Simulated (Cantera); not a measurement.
A Cantera script and what it prints.

```python
import numpy as np
import cantera as ct

gas_names = """
    AL ALC ALH ALN AL2 C CH CH2 CH3 CH4 CN C2 C2H C2H2,acetylene C2H2,vinylidene C2H3,vinyl CH3CN C2H4
    C2H5 C2H6 CCN CNC C2N2 C3 C3H3,propargyl C3H4,allene C3H4,propyne C3H4,cyclo- C3H5,allyl
    C3H6,propylene C3H6,cyclo- C3H7,n-propyl C3H7,i-propyl C3H8 C4 C4H2 C4H4,1,3-cyclo- C4H6,butadiene
    C4H6,2-butyne C4H6,cyclo- C4H8,1-butene C4H8,cis2-buten C4H8,tr2-butene C4H8,isobutene C4H8,cyclo-
    C4H9,n-butyl C4H9,i-butyl C4H9,s-butyl C4H9,t-butyl C4H10,isobutane C4H10,n-butane C4N2 C5
    C5H6,1,3cyclo- C5H8,cyclo- C5H10,1-pentene C5H10,cyclo- C5H11,pentyl C5H11,t-pentyl C5H12,n-pentane
    C5H12,i-pentane CH3C(CH3)2CH3 C6H2 C6H5,phenyl C6H6 C6H10,cyclo- C6H12,1-hexene C6H12,cyclo-
    C6H13,n-hexyl C7H7,benzyl C7H8 C7H14,1-heptene C7H15,n-heptyl C7H16,n-heptane C8H8,styrene
    C8H10,ethylbenz C8H16,1-octene C8H17,n-octyl C8H18,isooctane C8H18,n-octane C9H19,n-nonyl
    C10H8,naphthale C10H21,n-decyl C12H9,o-bipheny C12H10,bipheny H HCN HCCN HNC H2 N NH NH2 NH3 N2 N2H2
    N2H4
""".split()
cond_names = """
    AL(cr) AL(L) ALN(s) C(gr) C6H6(L) C7H8(L) C8H18(L),n-octa
""".split()


def load(file, names, dense=False):
    # The tables refer to 1 bar. Condensed volumes are neglected.
    table = {s.name: s for s in ct.Species.list_from_file(file)}
    out = []
    for n in names:
        d = dict(table[n].input_data)
        d["thermo"] = dict(d["thermo"], **{"reference-pressure": 1e5})
        if dense:
            d["equation-of-state"] = {"model": "constant-volume", "density": "1e6 g/cm^3"}
        out.append(ct.Species.from_dict(d))
    return out


gas = ct.Solution(thermo="ideal-gas", species=load("nasa_gas.yaml", gas_names))
cond = {s.name: ct.Solution(thermo="fixed-stoichiometry", species=[s], name=s.name)
        for s in load("nasa_condensed.yaml", cond_names, dense=True)}
atoms = {
    'Al(CH3)3': {'AL': 1, 'C': 3, 'H': 9},
    'N2': {'N': 2},
}
top_T = {'ALN(s)': 2750, 'C(gr)': 4500}  # K; cautious upper limits of use, not melting points


def equilibrate(T, P, feed):
    n = {}
    for name, mol in feed.items():
        for a, k in atoms[name].items():
            n[a] = n.get(a, 0.0) + k * mol
    gas.TPX = T, P, n
    mass = sum(n.values()) * gas.mean_molecular_weight
    gas.equilibrate("TP")
    valid = [c for c in cond.values() if c.min_temp <= T <= top_T.get(c.name, c.max_temp)]
    mix = ct.Mixture([(gas, mass / gas.mean_molecular_weight)] + [(c, 0.0) for c in valid])
    mix.T, mix.P = T, P
    mix.equilibrate("TP", solver="vcs", rtol=1e-11, max_steps=5000)
    return mix


results = []
feed = {'Al(CH3)3': 1, 'N2': 1.5}  # mol
T = 1973  # K
P = 530  # Pa
mix = equilibrate(T, P, feed)
results.append((T, P, feed, dict(zip(mix.species_names, mix.species_moles))))
print(gas.report(threshold=0.0001))
for i in range(1, mix.n_phases):
    print(f"{mix.phase(i).name:16s} {mix.phase_moles(i):12.5e} mol")
```

Output:

```
       temperature   1973 K
          pressure   530 Pa
           density   0.00029155 kg/m^3
  mean mol. weight   9.0239 kg/kmol
   phase of matter   gas

                          1 kg             1 kmol
                     ---------------   ---------------
          enthalpy        8.8202e+06        7.9592e+07  J
   internal energy        7.0023e+06        6.3188e+07  J
           entropy             27964        2.5235e+05  J/K
    Gibbs function       -4.6354e+07       -4.1829e+08  J
 heat capacity c_p            3707.2             33454  J/K
 heat capacity c_v            2785.8             25139  J/K

                      mass frac. Y      mole frac. X     chem. pot. / RT
                     ---------------   ---------------   ---------------
                AL            0.2145          0.071739           -10.195
               ALH         0.0040559         0.0013076           -22.704
    C2H2,acetylene         0.0013145        0.00045555           -30.491
                 H         0.0017459           0.01563           -12.509
               HCN          0.014747          0.004924           -32.131
               HNC        0.00079745        0.00026627           -32.131
                H2           0.15887           0.71114           -25.018
                N2            0.6039           0.19453           -33.772
     [  +89 minor]         7.042e-05        1.4445e-05

AL(L)             0.00000e+00 mol
ALN(s)            5.45018e-01 mol
C(gr)             2.96197e+00 mol
```

Method: chemical equilibrium by Gibbs-energy minimisation in Cantera with the NASA 1993 tables (ideal gas, pure condensed phases). The feed counts by its element totals alone.
